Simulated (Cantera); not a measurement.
A freely propagating, adiabatic, planar premixed flame of H₂ : O₂ : N₂ = 1 : 0.192 : 0.723 (molar parts), equivalence ratio 2.6, unburnt at 498 K and 790000 Pa; mixture-averaged transport, grid criteria slope 0.08 and curve 0.16, no radiation.

Model: the H2/O2 subset of GRI-Mech 3.0, which has no nitrogen chemistry, integrated in Cantera. The hydrogen kinetics of GRI-Mech 3.0 are dated; newer H2 mechanisms differ, most at raised pressure. Burning velocities carry a grid error of a few per cent, more on coarse grids.

**Question.** Predict: laminar burning velocity; thermal thickness; peak x(H₂O₂); peak x(OH); peak x(HO₂).

**Answer.** 
| Quantity | Result |
|---|---|
| laminar burning velocity | 510 cm/s |
| thermal thickness | 0.0335 mm |
| peak x(H₂O₂) | 8.95e-5 |
| peak x(OH) | 0.00148 |
| peak x(HO₂) | 0.00111 |
